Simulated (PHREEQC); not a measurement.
Solution (25 °C and 50 atm): 12 mmol/kgw MgCl2, 0.23 mmol/kgw NaF and 0.39 mmol/kgw NaCl. Closed to the air; pH follows from the charge balance.

Computed with PHREEQC (ion-association model, phreeqc.dat).

```json
[
 {"quantity": "pH", "before": "6.77", "after": "6.77"},
 {"quantity": "F- (mol/kgw)", "before": "0.000164", "after": "0.000164"},
 {"quantity": "MgF+ (mol/kgw)", "before": "6.56e-5", "after": "6.56e-5"},
 {"quantity": "MgOH+ (mol/kgw)", "before": "1.55e-7", "after": "1.55e-7"},
 {"quantity": "NaF (mol/kgw)", "before": "4.00e-8", "after": "1.48e-8"},
 {"quantity": "HF (mol/kgw)", "before": "3.37e-8", "after": "3.37e-8"},
 {"quantity": "SI of Halite (NaCl)", "before": "-6.55", "after": "-6.98"}
]
```

Which change was made?
(A) NaCl replaced by Na3PO4 at the same molality
(B) NaCl replaced by LiCl at the same molality
(C) temperature from 25 to 35 °C
(D) temperature from 25 to 10 °C
(E) NaF from 0.00023 to 0.000115 mol/kgw

B, NaCl replaced by LiCl at the same molality

This is a speciation only: nothing precipitates in the calculation. Under pressure, the constants of complexes without a molar volume in the database are unreliable.
